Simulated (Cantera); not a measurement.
## Iron carbonyl, mercury and lead vapours: HgO + N₂ + H₂

Feed: 1 mol HgO, 2.2 mol N₂, 1.1 mol H₂, held at 500 K and 2.90 mbar.

Method: chemical equilibrium by Gibbs-energy minimisation in Cantera with the NASA 1993 tables (ideal gas, pure condensed phases). Candidate condensed phases: H₂O, Hg, HgO; 25 gas species. Kinetics and transport are ignored.

| Item | Value |
|---|---|
| x(N₂) | 0.512 |
| x(H₂O) | 0.233 |
| x(Hg) | 0.233 |
| x(H₂) | 0.0233 |
| x(NH₃) | 2.33e-6 |
| gas amount | 4.300 mol |
| log10 activity of Hg(l) (absent) | -1.89 |
